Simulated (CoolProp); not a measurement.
Model: reference Helmholtz-energy equation of state, Bücker 2006, in CoolProp.

Q: Give the vapour pressure (MPa), enthalpy of vaporisation (kJ/kg), surface tension (mN/m), liquid viscosity (µPa s) of saturated n-butane at 414.6 K.

A: 
| T (K) | p (MPa) | enthalpy of vaporisation (kJ/kg) | surface tension (mN/m) | liquid viscosity (µPa s) |
|---|---|---|---|---|
| 414.6 | 3.19 | 138 | 0.587 | 43.3 |

Viscosity comes from a separate model (Vogel 1999). Surface tension comes from a separate correlation (Mulero 2012).
